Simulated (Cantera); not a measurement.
Feed: 1 mol Si, 0.026 mol CO2, 83 mol CO, equilibrated at 1050 °C and 10000 Pa.

Equilibrium computed with Cantera from the NASA thermochemical tables; the gas is ideal and each condensed phase is pure. Candidate condensed phases: C, Si, SiC, SiO2; 20 gas species. The tables hold silica as quartz up to 1696 K and as liquid above; real silica turns to tridymite and cristobalite and melts near 1996 K. The numbers say what is thermodynamically allowed, not how fast it happens.

Question: What is the equilibrium state?

Answer: 
- x(CO): 1.000
- x(CO2): 0.000395
- n(C(graphite)): 2.01 mol
- n(SiO2(β-quartz)): 1.000 mol
- gas amount: 81.02 mol
- log10 activity of Si(s) (absent): -6.56
